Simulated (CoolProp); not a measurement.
Vapour-liquid equilibrium of CH2F2 (R32) (1) + n-butane (2) at 1.03 MPa; x and y are mole fractions of (1).

Values from CoolProp's multi-fluid Helmholtz-energy mixture model, Tillner-Roth 1997 and Bücker 2006; pair parameters Bell 2016.

Q: Give the bubble temperature and the first vapour's composition at x = 0.35, 0.5, 0.65. Is there an azeotrope?

A: x = 0.35: 285.9 K, y = 0.840; x = 0.5: 283.8 K, y = 0.856; x = 0.65: 282.8 K, y = 0.866. No azeotrope shows between x = 0.05 and 0.95.

The pair parameters rest on a limited set of measurements; away from them the model extrapolates. With so large a gap from Raoult's law the liquid may split in two, which this calculation doesn't test in full.
